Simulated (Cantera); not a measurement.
Cantera run:

```python
import numpy as np
import cantera as ct

gas_names = """
    Cr CrN CrO CrO2 CrO3 H HNO HNO2 HNO3 HO2 H2 H2O H2O2 N NH NH2 NH3 NH2OH NO NO2 NO3 N2 N2H2 N2H4 N2O
    O OH O2 O3
""".split()
cond_names = """
    Cr(cr) Cr(L) CrN(s) Cr2N(s) Cr2O3(s) Cr2O3(L) H2O(s) H2O(L)
""".split()


# ... load() reads the species with a 1 bar reference pressure and builds the phases ...
atoms = {
    'Cr2O3': {'Cr': 2, 'O': 3},
    'H2': {'H': 2},
    'N2': {'N': 2},
}
top_T = {'CrN(s)': 1900, 'Cr2N(s)': 1900}  # K; cautious upper limits of use, not melting points


# ... equilibrate(T, P, feed) seeds the gas with the atoms and calls Mixture.equilibrate('TP', solver="vcs", rtol=1e-11, max_steps=5000) ...
results = []
feed = {'Cr2O3': 1, 'H2': 1400, 'N2': 0.92}  # mol
P = 710000  # Pa
for T in [1373, 1448, 1523, 1598, 1673, 1748, 1823, 1898, 1973, 2048, 2123, 2198, 2273]:
    mix = equilibrate(T, P, feed)
    results.append((T, P, feed, dict(zip(mix.species_names, mix.species_moles))))

top = {s: max(r[3][s] / sum(r[3][g] for g in gas_names) for r in results) for s in gas_names}
cols = sorted((s for s in top if top[s] > 0.001), key=lambda s: -top[s])[:7]
seen = [c for c in cond_names if any(r[3].get(c, 0) > 1e-12 for r in results)]
print("log10 of partial pressures in bar; condensed amounts in mol")
print(f"{'T/K':>10s}" + "".join(f"{s[:9]:>10s}" for s in cols + seen))
for T, P, feed, n in results:
    ng = sum(n[g] for g in gas_names)
    print(f"{T:10.4g}" + "".join(f"{np.log10(max(n[s] / ng * P / 1e5, 1e-99)):10.3f}" for s in cols)
          + "".join(f"{n.get(c, 0):10.4g}" for c in seen))
```

It prints:

```
log10 of partial pressures in bar; condensed amounts in mol
       T/K        H2         H       H2O        Cr    Cr(cr)     Cr(L)  Cr2O3(s)
      1373     0.851    -5.052    -2.455    -7.494    0.4617         0    0.7692
      1448     0.851    -4.610    -2.211    -6.732    0.8098         0    0.5951
      1523     0.850    -4.211    -1.991    -6.048     1.343         0    0.3286
      1598     0.850    -3.849    -1.818    -5.430     1.999         0         0
      1673     0.850    -3.519    -1.818    -4.870     1.997         0         0
      1748     0.850    -3.216    -1.818    -4.360     1.991         0         0
      1823     0.850    -2.938    -1.818    -3.894     1.975         0         0
      1898     0.850    -2.682    -1.818    -3.467     1.933         0         0
      1973     0.850    -2.445    -1.818    -3.075     1.834         0         0
      2048     0.850    -2.225    -1.818    -2.713     1.617         0         0
      2123     0.849    -2.021    -1.819    -2.379     1.174         0         0
      2198     0.849    -1.830    -1.820    -2.085         0    0.3712         0
      2273     0.848    -1.652    -1.820    -1.996         0         0         0
```

Equilibrium computed with Cantera from the NASA thermochemical tables; the gas is ideal and each condensed phase is pure. Mutual solubility and eutectic melting of coexisting phases are not modelled.
